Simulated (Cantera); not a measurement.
Mixture: 2.47 % CO, 0.151 % H2, 3.46 % CH4, 16.5 % O2, 77.4 % N2, equivalence ratio 0.50, at 100000 Pa, adiabatic and at constant volume. Ignition delay is the time to a rise of 400 K.

Model: GRI-Mech 3.0 (53 species, 325 reactions), integrated in Cantera. Below about 1000 K GRI-Mech 3.0 lacks low-temperature oxidation paths. Below about 950 K walls govern HO2 and H2O2 in real vessels.

Question: Predict: delay at 925 K; delay at 1025 K; delay at 1125 K; delay at 1225 K; apparent activation energy between 1175 and 1275 K.

Answer: 
```
Item                                                    Result
--------------------------------------------------  ----------
delay at 925 K                                          1.10 s
delay at 1025 K                                        0.256 s
delay at 1125 K                                        62.3 ms
delay at 1225 K                                        15.8 ms
apparent activation energy between 1175 and 1275 K  160 kJ/mol
```
